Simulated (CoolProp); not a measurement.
Properties of acetone at several states (Tc = 235.0 °C, pc = 4.692 MPa, ω = 0.307).

The numbers come from the reference Helmholtz-energy equation of state, Lemmon 2006 in CoolProp. It is a short technical equation, of lower accuracy than the large ones.

```csv
T (°C),p (MPa),phase,Z,cv (kJ/(kg K))
133.45,0.328,gas,?,1.551
-57.05,9.09,liquid,0.3347,1.454
42.35,6.84,liquid,?,?
199.65,0.0355,gas,0.9961,1.652
100.65,0.0162,gas,0.9956,1.372
187.05,0.188,gas,0.9771,?
```

Task: Fill in the missing entries.

Result: 
- 133.45, Z: 0.9333
- 42.35, Z: 0.1960
- 42.35, cv (kJ/(kg K)): 1.580
- 187.05, cv (kJ/(kg K)): 1.635
